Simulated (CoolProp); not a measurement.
Vapour-liquid equilibrium of cyclohexane (1) + ethylbenzene (2) at 7.28 bar; x and y are mole fractions of (1).

Values from CoolProp's multi-fluid Helmholtz-energy mixture model, Zhou 2014 and Zhou 2012; pair parameters Bell 2016.

| x | bubble temperature (K) | y at the bubble point | dew temperature at overall composition x (K) | liquid density (mol/L) |
|---|---|---|---|---|
| 0.05 | 496.6 | 0.119 | 499.9 | 6.265 |
| 0.125 | 488.9 | 0.274 | 496.4 | 6.382 |
| 0.2 | 481.9 | 0.403 | 492.7 | 6.493 |
| 0.275 | 475.5 | 0.510 | 488.9 | 6.597 |
| 0.35 | 469.7 | 0.598 | 484.8 | 6.695 |
| 0.425 | 464.5 | 0.671 | 480.6 | 6.789 |
| 0.5 | 459.9 | 0.733 | 476.0 | 6.878 |
| 0.575 | 455.7 | 0.786 | 471.2 | 6.964 |
| 0.65 | 451.9 | 0.832 | 466.0 | 7.048 |
| 0.725 | 448.4 | 0.873 | 460.5 | 7.131 |
| 0.8 | 445.2 | 0.910 | 454.5 | 7.213 |
| 0.875 | 442.1 | 0.945 | 448.2 | 7.297 |
| 0.95 | 439.2 | 0.978 | 441.7 | 7.383 |

No azeotrope shows between x = 0.05 and 0.95.

The pair parameters rest on a limited set of measurements; away from them the model extrapolates.
